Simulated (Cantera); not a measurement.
Input: 1 mol AlI₃, 9.3 mol N₂, 2 mol H₂, at 4.00 mbar.

Cantera equilibrium calculation (NASA polynomials, part measured and part estimated; ideal gas, pure solids and liquids). Candidate condensed phases: Al, AlI₃, AlN, I₂; 19 gas species. The numbers say what is thermodynamically allowed, not how fast it happens.

At 1125 °C, list the 5 most abundant gas species with their mole fractions, and the condensed phases.

N₂ 0.646, I 0.193, H₂ 0.135, HI 0.0243, AlI 0.00173. Condensed: AlN(s).
